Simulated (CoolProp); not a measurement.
Vapour-liquid equilibrium of propylene (1) + cyclohexane (2) at 293 K; x and y are mole fractions of (1).

Computed with CoolProp (multi-fluid Helmholtz-energy mixture model, Lemmon 2013 and Zhou 2014; pair parameters Bell 2016).

| x | bubble pressure (bar) | y at the bubble point | dew pressure at overall composition x (bar) | liquid density (mol/L) |
|---|---|---|---|---|
| 0.05 | 0.7181 | 0.860 | 0.1081 | 9.404 |
| 0.2 | ___ | 0.961 | ___ | 9.872 |
| 0.35 | 3.915 | 0.978 | 0.1578 | 10.36 |
| 0.5 | 5.305 | 0.986 | 0.2049 | 10.87 |
| 0.65 | ___ | 0.991 | 0.2919 | 11.37 |
| 0.8 | 8.009 | 0.995 | 0.5072 | 11.84 |
| 0.95 | 9.539 | 0.999 | 1.914 | 12.18 |

Complete the blanks.


- 0.2, bubble pressure (bar): 2.407
- 0.2, dew pressure at overall composition x (bar): 0.1283
- 0.65, bubble pressure (bar): 6.643

No azeotrope shows between x = 0.05 and 0.95.

Pair parameters are fitted to limited data, so mixtures are less certain than the pure fluids. The gap from Raoult's law changes sign with composition, which may be real or a fault of the pair parameters; it wasn't checked against measurements.
